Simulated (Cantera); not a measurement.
A Cantera script and its output.

```python
import numpy as np
import cantera as ct

gas = ct.Solution("gri30.yaml", transport_model="multicomponent")
show = ['CH4', 'NO', 'H']

rows = []
print(f"{'T/K':>7s}{'rho':>11s}{'cp':>10s}{'mu':>11s}{'lambda':>11s}{'Pr':>7s}" + "".join(f"{'D_' + s:>11s}" for s in show))
for T in [400, 500, 600, 700, 800, 900]:
    gas.TPX = T, 350000, {'CO2': 0.74, 'C2H2': 0.33}
    Pr = gas.cp_mass * gas.viscosity / gas.thermal_conductivity
    D = [gas.mix_diff_coeffs_mole[gas.species_index(s)] for s in show]
    rows.append([gas.density, gas.cp_mass, gas.viscosity, gas.thermal_conductivity, Pr, *D])
    print(f"{T:7g}{gas.density:11.4e}{gas.cp_mass:10.1f}{gas.viscosity:11.4e}"
          f"{gas.thermal_conductivity:11.4e}{Pr:7.3f}" + "".join(f"{d:11.4e}" for d in D))
print("SI units: kg/m3, J/kg/K, Pa s, W/m/K, m2/s")
```

Output:

```
    T/K        rho        cp         mu     lambda     Pr      D_CH4       D_NO        D_H
    400 4.0482e+00    1145.2 1.8056e-05 2.8254e-02  0.732 8.5510e-06 7.6848e-06 4.7535e-05
    500 3.2385e+00    1240.9 2.1882e-05 3.7067e-02  0.733 1.2784e-05 1.1408e-05 7.1100e-05
    600 2.6988e+00    1317.3 2.5377e-05 4.5621e-02  0.733 1.7645e-05 1.5669e-05 9.8166e-05
    700 2.3132e+00    1380.0 2.8614e-05 5.3895e-02  0.733 2.3087e-05 2.0430e-05 1.2847e-04
    800 2.0241e+00    1433.2 3.1640e-05 6.1922e-02  0.732 2.9072e-05 2.5661e-05 1.6180e-04
    900 1.7992e+00    1479.8 3.4495e-05 6.9744e-02  0.732 3.5572e-05 3.1339e-05 1.9800e-04
SI units: kg/m3, J/kg/K, Pa s, W/m/K, m2/s
```

Cantera simulation using GRI-Mech 3.0 (53 species, 325 reactions); the numbers are that mechanism's predictions, not measurements.
